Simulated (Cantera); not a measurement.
Input: 1 mol FeS, 3.1 mol H₂S, 0.78 mol O₂, equilibrated at 1475 K and 45.0 mbar.

Equilibrium computed with Cantera from the NASA thermochemical tables; the gas is ideal and each condensed phase is pure. Candidate condensed phases: Fe, FeO, Fe(OH)₂, Fe(OH)₃, FeS, FeSO₄, FeS₂, Fe₂O₃, Fe₂(SO₄)₃, Fe₃O₄, H₂O, H₂SO₄, S; 22 gas species. FeS: taken at fixed stoichiometry. Equilibrium is a limit: real reactors are often held back by kinetics, nucleation or transport.

Base state: H₂O 0.335, S₂ 0.286, H₂ 0.249, H₂S 0.116, SO₂ 0.00811, SH 0.00391, SO 0.00104, S₂O 0.000814 (mole fractions); condensed: FeS(l).

What changes in the equilibrium state with this change: temperature from 1475 K to 798 K?


```csv
species,before,after
H₂S,0.116,0.459
H₂O,0.335,0.455
S₂,0.286,0.0795
H₂,0.249,0.00370
S,7.64e-5,<1e-9
H,3.05e-5,<1e-9
SO,0.00104,1.06e-7
SH,0.00391,1.45e-6
"FeS(l), mol",1.000,0
"FeS₂(s), mol",0,1.00
```
Gases not in the tables: S₃ to S₇.
